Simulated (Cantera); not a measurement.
A perfectly stirred reactor is fed with 5.88 % CH4, 0.764 % CO, 19.9 % O2, 73.4 % N2, equivalence ratio 0.61, at 10.0 bar; it is adiabatic with a 798 K inlet, and is followed from long to short residence time, starting on the burning branch (τ in s: 0.042, 0.018, 0.0081, 0.0035, 0.0015, 0.00068, 0.0003, 0.00013, 5.7e-05).

Computed with Cantera and GRI-Mech 3.0 (53 species, 325 reactions).

One state of this run: T (K) = 2094; x CH4 = 3.21e-5; x CO = 0.00112; x O2 = 0.0781; x HCN = 6.58e-8; x H2O = 0.116; x CH2O = 4.67e-6. x: mole fraction; the columns are a selection and need not sum to one.

Problem. Which value of τ (s) does it belong to?
A) 0.00030
B) 0.0081
C) 0.0035
D) 0.0015

Solution. D, 0.0015
